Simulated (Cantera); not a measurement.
What does this Cantera script print?

```python
import numpy as np
import cantera as ct

gas = ct.Solution("gri30.yaml")
gas.TPX = 1123, 370000, {'CH4': 0.006, 'O2': 0.011, 'N2': 2}
inlet = ct.Reservoir(gas, clone=True)

reactor = ct.IdealGasConstPressureReactor(gas, energy="off", clone=False)
exhaust = ct.Reservoir(gas, clone=True)
tau = [6.9, 2, 0.58, 0.17, 0.048, 0.014, 0.004, 0.0012, 0.00034][0]
for a, b in ((inlet, reactor), (reactor, exhaust)):
    ct.MassFlowController(a, b, mdot=lambda t: reactor.mass / tau)
net = ct.ReactorNet([reactor])
show = ['CH4', 'O2', 'OH', 'O', 'C2H4', 'C2H6']

rows = []
print(f"{'tau/s':>10s}{'T/K':>9s}" + "".join(f"{s:>11s}" for s in show))
for tau in [6.9, 2, 0.58, 0.17, 0.048, 0.014, 0.004, 0.0012, 0.00034]:
    net.initial_time = 0.0
    net.advance(30 * tau)
    before = gas.X
    net.advance(40 * tau)
    drift = np.max(np.abs(gas.X - before) / (gas.X + 1e-9))
    rows.append([gas.T, *gas[show].X, drift])
    print(f"{tau:10.3e}{gas.T:9.1f}" + "".join(f"{x:11.3e}" for x in gas[show].X))
```

Output:

```
     tau/s      T/K        CH4         O2         OH          O       C2H4       C2H6
 6.900e+00   1123.0  1.674e-04  5.127e-04  2.597e-08  1.410e-08  1.326e-05  4.194e-06
 2.000e+00   1123.0  2.816e-04  9.898e-04  4.741e-08  2.796e-08  2.144e-05  7.672e-06
 5.800e-01   1123.0  2.953e-03  5.440e-03  1.279e-10  5.223e-11  4.450e-07  4.803e-06
 1.700e-01   1123.0  2.973e-03  5.452e-03  4.006e-11  1.528e-11  9.972e-09  4.173e-07
 4.800e-02   1123.0  2.974e-03  5.453e-03  2.318e-11  8.633e-12  7.977e-10  5.074e-08
 1.400e-02   1123.0  2.975e-03  5.454e-03  9.510e-12  3.553e-12  3.327e-11  2.351e-09
 4.000e-03   1123.0  2.975e-03  5.454e-03  2.272e-12  9.107e-13  3.527e-13  2.533e-11
 1.200e-03   1123.0  2.975e-03  5.454e-03  6.510e-13  3.222e-13  5.318e-15  3.846e-13
 3.400e-04   1123.0  2.975e-03  5.454e-03  2.254e-13  1.620e-13  9.248e-17  6.824e-15
```

Detailed kinetics in Cantera: GRI-Mech 3.0 (53 species, 325 reactions).
